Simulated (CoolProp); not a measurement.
Diethyl ether along the isotherm 507.4 K: Z from the reference equation and from simpler models built on Tc = 467.9 K, pc = 3.717 MPa, ω = 0.282; each cubic takes its own stable root.

Values from CoolProp's reference Helmholtz-energy equation of state, Thol 2014.

| p (MPa) | phase | reference |
|---|---|---|
| 0.0176 | gas | 0.9988 |
| 0.0285 | gas | 0.9981 |
| 0.046 | gas | 0.9969 |
| 0.0744 | gas | 0.9949 |
| 0.12 | gas | 0.9918 |
| 0.194 | gas | 0.9867 |
| 0.314 | gas | 0.9782 |
| 0.507 | gas | 0.9645 |
| 0.818 | gas | 0.9416 |
| 1.32 | gas | 0.9028 |
| 2.14 | gas | 0.8337 |
| 3.45 | gas | 0.7052 |
| 5.58 | supercritical | 0.4501 |

Q: How far does each simpler model (Redlich-Kwong, Soave-Redlich-Kwong) lie from the reference over these 13 states: mean and median of the absolute difference, and the worst?

A: 
- Redlich-Kwong: mean 0.4 %, median 0.1 %, worst -2.7 % at 507.4 K and 5.58 MPa
- Soave-Redlich-Kwong: mean 1.1 %, median 0.0 %, worst +11.2 % at 507.4 K and 5.58 MPa
